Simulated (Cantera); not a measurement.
Input: 1 mol borazine, 0.15 mol H2O, equilibrated at 188 Torr.

Method: chemical equilibrium by Gibbs-energy minimisation in Cantera with the NASA 1993 tables (ideal gas, pure condensed phases). Candidate condensed phases: B, BN, B2O3, B3O3H3, H2O; 39 gas species. The feed counts by its element totals alone. Mutual solubility and eutectic melting of coexisting phases are not modelled. Gases not in the tables: H3BO3. Kinetics and transport are ignored.

### Question
Which condensed phases are stable at each of these points (T (K)): 975, 1075, 1175, 1275, 1375, 1475, 1575, 1675, 1775, 1875, 1975?

### Answer
```json
[
 {"T (K)": "975", "condensed phases": "BN(s) + B2O3(l)", "B condensed (%)": "100.0"},
 {"T (K)": "1075", "condensed phases": "BN(s) + B2O3(l)", "B condensed (%)": "100.0"},
 {"T (K)": "1175", "condensed phases": "BN(s) + B2O3(l)", "B condensed (%)": "100.0"},
 {"T (K)": "1275", "condensed phases": "BN(s) + B2O3(l)", "B condensed (%)": "100.0"},
 {"T (K)": "1375", "condensed phases": "BN(s) + B2O3(l)", "B condensed (%)": "99.9"},
 {"T (K)": "1475", "condensed phases": "BN(s) + B2O3(l)", "B condensed (%)": "99.8"},
 {"T (K)": "1575", "condensed phases": "BN(s) + B2O3(l)", "B condensed (%)": "99.3"},
 {"T (K)": "1675", "condensed phases": "BN(s) + B2O3(l)", "B condensed (%)": "97.9"},
 {"T (K)": "1775", "condensed phases": "BN(s)", "B condensed (%)": "96.2"},
 {"T (K)": "1875", "condensed phases": "BN(s)", "B condensed (%)": "95.7"},
 {"T (K)": "1975", "condensed phases": "BN(s)", "B condensed (%)": "95.3"}
]
```

From 975 K to 1675 K the condensed part is BN(s) + B2O3(l). From 1775 K to 1975 K the condensed part is BN(s).
